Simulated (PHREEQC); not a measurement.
Synthetic water in mmol/kgw, 25 °C, pH 6.59:

```csv
constituent,mmol/kgw
Na,109
K,0.714
Ca,1.44
Mg,7.33
Cl,107
S(6),10
Alkalinity (meq/kgw),8.5e-07
```

Valence states are taken as typed.

Computed with PHREEQC (Pitzer model, pitzer.dat).

```json
[
 {"quantity": "HCO3- (mol/kgw)", "before": "3.40e-7", "after": "4.11e-6"},
 {"quantity": "CO2 (mol/kgw)", "before": "1.55e-7", "after": "1.87e-5"},
 {"quantity": "HSO4- (mol/kgw)", "before": "8.13e-8", "after": "8.13e-7"},
 {"quantity": "MgOH+ (mol/kgw)", "before": "1.62e-8", "after": "1.63e-9"},
 {"quantity": "CO3-2 (mol/kgw)", "before": "1.88e-10", "after": "2.26e-10"},
 {"quantity": "MgCO3 (mol/kgw)", "before": "9.89e-11", "after": "1.19e-10"},
 {"quantity": "SI of Gypsum (CaSO4:2H2O)", "before": "-1.38", "after": "-1.38"},
 {"quantity": "SI of Epsomite (MgSO4:7H2O)", "before": "-3.40", "after": "-3.40"}
]
```

Problem. Which change was made?
A. pH from 6.59 to 5.59 at the same alkalinity
B. Mg from 7.33 to 22 mmol/kgw
C. temperature from 25 to 15 °C at the same typed pH

Solution. A, pH from 6.59 to 5.59 at the same alkalinity

No solid was allowed to form.
